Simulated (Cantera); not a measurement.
Input: 1 mol V₂O₅, 0.7 mol H₂, 8.5 mol H₂O, equilibrated at 1123 K and 40.0 Pa.

These are equilibrium values from Cantera (NASA tables, ideal gas, pure condensed phases), not measurements of a reactor. Condensed phases not in the tables: the oxides between V₂O₃ and V₂O₅ other than VO₂. Equilibrium is a limit: real reactors are often held back by kinetics, nucleation or transport.

| species | before | after |
|---|---|---|
| H₂O | 0.984 | 0.955 |
| O₂ | 0.0160 | 0.0181 |
| VO₂ | 1.18e-9 | 0.0152 |
| H₂ | 8.93e-7 | 0.00698 |
| H | 2.01e-9 | 0.000605 |
| O | 2.79e-8 | 0.000295 |
| OH | 1.14e-5 | 0.00425 |
| V₂O₄(s), mol | 1.00 | 0.927 |
Gas species are given as mole fractions.

Q: What was changed between the two runs?
(A) temperature from 1123 K to 748.15 K
(B) temperature from 1123 K to 1725 K
(C) temperature from 1123 K to 1775 K
(D) temperature from 1123 K to 1698.15 K

A: D, temperature from 1123 K to 1698.15 K
